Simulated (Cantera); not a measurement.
Feed: 1 mol B2O3, 7.8 mol H2O, 18 mol N2, equilibrated at 6.00 mbar.

These are equilibrium values from Cantera (NASA tables, ideal gas, pure condensed phases), not measurements of a reactor. Candidate condensed phases: B, BN, B2O3, B3O3H3, H2O; 39 gas species. Gases not in the tables: H3BO3. The numbers say what is thermodynamically allowed, not how fast it happens. All values below are at 750 K.

Base state: N2 0.698, H2O 0.300, (HBO2)3 0.00172 (mole fractions); condensed: B2O3(l).

Problem. What changes in the equilibrium state with this change: pressure from 6.00 mbar to 1.00 bar?

Solution. 
```json
[
 {"species": "N2", "before": "0.698", "after": "0.704"},
 {"species": "H2O", "before": "0.300", "after": "0.276"},
 {"species": "(HBO2)3", "before": "0.00172", "after": "0.0195"},
 {"species": "B2O3(l), mol", "before": "0.934", "after": "0.251"}
]
```
